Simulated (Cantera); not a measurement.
Feed: 1 mol SiH2Cl2, a varied amount of NH3, 21 mol H2, at 0.560 bar.

These are equilibrium values from Cantera (NASA tables, ideal gas, pure condensed phases), not measurements of a reactor. Candidate condensed phases: NH4Cl, Si, Si3N4; 28 gas species. Mutual solubility and eutectic melting of coexisting phases are not modelled. The tables' values for SiCl3 are old estimates. Kinetics and transport are ignored.

Q: What condenses at these points (T in °C, n(NH3) in mol): (1500, 11); (800, 0.39); (1100, 2.6); (1000, 1.6); (1500, 0.39)?

A: 
```tsv
T (°C)	n(NH3) in mol	condensed phases	Si condensed (%)
1500	11	Si3N4	93.7
800	0.39	Si + Si3N4	51.1
1100	2.6	Si3N4	99.6
1000	1.6	Si3N4	99.3
1500	0.39	Si	70.2
```
